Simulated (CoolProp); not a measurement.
Vapour pressure (MPa) of chlorine: the reference equation beside estimates from Tc = 416.9 K, pc = 7.642 MPa, ω = 0.070.

Model: reference Helmholtz-energy equation of state, Thol 2021, in CoolProp.

```
T (K)   reference  Soave-Redlich-Kwong  Peng-Robinson
-----  ----------  -------------------  -------------
197.4     0.01027              0.01098        0.01205
209.9     0.02270              0.02384        0.02561
222.4     0.04539              0.04702        0.04962
234.8  (withheld)              0.08522        0.08866
247.3      0.1429               0.1453         0.1494
259.8      0.2318               0.2341         0.2384
272.3      0.3580               0.3597     (withheld)
284.7      0.5287               0.5294         0.5319
297.2      0.7560               0.7550         0.7550
309.7       1.048                1.045          1.041
322.1       1.411                1.406          1.397
334.6  (withheld)                1.854     (withheld)
347.1  (withheld)                2.396     (withheld)
359.6       3.050                3.044          3.017
```

### Question
Fill in the missing entries.

### Answer

- 234.8, reference: 0.08314
- 272.3, Peng-Robinson: 0.3636
- 334.6, reference: 1.861
- 334.6, Peng-Robinson: 1.840
- 347.1, reference: 2.404
- 347.1, Peng-Robinson: 2.376

Absolute difference from the reference over all 14 rows, mean and median: Soave-Redlich-Kwong 1.6 and 0.4 %, Peng-Robinson 4.3 and 1.4 %.
